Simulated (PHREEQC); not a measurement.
1 kg of water holding 0.017 mol/kgw NaCl, 0.044 mol/kgw Na2SO4 and 0.63 mol/kgw MgSO4 is evaporated at 15 °C; the solids stay in contact with the brine. CO2 from the air is kept out. Only these solids could form: Bischofite, Bloedite, Brucite, Epsomite, Halite, Hexahydrite, Kieserite, Mirabilite, Thenardite, MgCl2_4H2O.

Computed with PHREEQC (Pitzer model, pitzer.dat).

```tsv
water left (kg)	ionic strength	water activity	Epsomite (mol)	Mirabilite (mol)	Cl in solution (mol/kgw)	Na in solution (mol/kgw)
1	2.67	0.986	0	0	0.0170	0.105
0.8219	3.25	0.983	0	0	0.0207	0.128
0.6755	3.95	0.979	0	0	0.0252	0.155
0.5552	4.81	0.974	0	0	0.0306	0.189
0.4563	5.85	0.967	0	0	0.0373	0.230
0.375	7.12	0.956	0	0	0.0453	0.280
0.3082	8.66	0.941	0	0	0.0552	0.341
0.2533	10.5	0.917	0	0	0.0671	0.414
0.1904	11.1	0.907	0.141	0	0.0893	0.551
0.1348	11.3	0.901	0.288	0	0.126	0.779
0.0891	11.6	0.890	0.409	0	0.191	1.18
0.05129	12.3	0.867	0.509	0.000856	0.331	2.01
0.01199	11.6	0.833	0.604	0.0383	1.42	2.38
```

Epsomite from water left = 0.1904 kg; Mirabilite from water left = 0.05129 kg.

Complexes and solids missing from the database can't appear.
